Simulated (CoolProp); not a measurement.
Properties of methane along the isobar 1.01 bar (Tc = 190.6 K, pc = 45.99 bar, ω = 0.011).

Model: reference Helmholtz-energy equation of state, Setzmann 1991, in CoolProp.

```csv
T (K),phase,cp (kJ/(kg K)),cv (kJ/(kg K)),Joule-Thomson coefficient (K/MPa)
140.6,gas,2.128,1.574,17.82
155.6,gas,2.114,1.569,[?]
170.6,gas,2.106,1.568,12.35
185.7,gas,[?],[?],10.60
200.7,gas,2.106,1.575,9.232
215.8,gas,2.113,1.584,8.109
230.8,gas,2.124,1.597,7.180
245.8,gas,2.140,1.614,6.392
260.9,gas,2.161,1.636,5.710
275.9,gas,2.186,1.662,5.121
291,gas,2.216,1.693,4.601
306,gas,2.250,1.727,4.146
```

Question: Complete the blanks.

Answer: 
- 155.6, Joule-Thomson coefficient (K/MPa): 14.65
- 185.7, cp (kJ/(kg K)): 2.104
- 185.7, cv (kJ/(kg K)): 1.570
